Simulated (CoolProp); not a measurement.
Computed with CoolProp (reference Helmholtz-energy equation of state, de Reuck 1990).

For fluorine, give the phase and the speed of sound (m/s), Joule-Thomson coefficient (K/MPa) at 124.7 K and 999 kPa; 195.5 K and 999 kPa.


- 124.7 K and 999 kPa: gas; speed of sound 184, Joule-Thomson coefficient 10.7
- 195.5 K and 999 kPa: gas; speed of sound 241, Joule-Thomson coefficient 4.33
